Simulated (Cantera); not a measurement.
**Thermodynamics of oxide etching and cleaning by halides, feed CaO + HF + N2**

Charge: 1 mol CaO, 3.4 mol HF, 2 mol N2, equilibrated at 68.0 Pa.

These are equilibrium values from Cantera (NASA tables, ideal gas, pure condensed phases), not measurements of a reactor. Candidate condensed phases: Ca, CaF2, CaO, Ca(OH)2, H2O; 47 gas species. Mutual solubility and eutectic melting of coexisting phases are not modelled. The numbers say what is thermodynamically allowed, not how fast it happens.

From 1027 °C to 1227 °C the condensed part is CaF2(s). From 1277 °C to 1377 °C the condensed part is CaF2(s) + CaO(s). From 1427 °C to 1577 °C the condensed part is CaO(s). The main Ca-bearing gas is CaF2 throughout.

```tsv
T (°C)	log p HF	log p N2	log p H2O	log p CaF2	log p H2	n CaF2(s)	n CaO(s)
1027	-3.66	-3.51	-3.81	-7.84	-7.13	1.000	0
1077	-3.66	-3.51	-3.81	-7.23	-6.88	1.000	0
1127	-3.67	-3.51	-3.81	-6.66	-6.65	0.999	0
1177	-3.67	-3.51	-3.81	-6.14	-6.44	0.995	0
1227	-3.67	-3.51	-3.81	-5.66	-6.24	0.986	0
1277	-3.61	-3.53	-3.89	-5.22	-6.10	0.834	0.125
1327	-3.54	-3.55	-4.03	-4.80	-6.01	0.566	0.322
1377	-3.50	-3.58	-4.20	-4.42	-5.96	0.201	0.506
1427	-3.50	-3.60	-4.26	-4.24	-5.85	0	0.545
1477	-3.52	-3.60	-4.22	-4.20	-5.67	0	0.497
1527	-3.54	-3.60	-4.19	-4.16	-5.51	0	0.449
1577	-3.56	-3.60	-4.16	-4.13	-5.37	0	0.401
```
log p: log10 of the partial pressure in bar; n: condensed amount in mol.
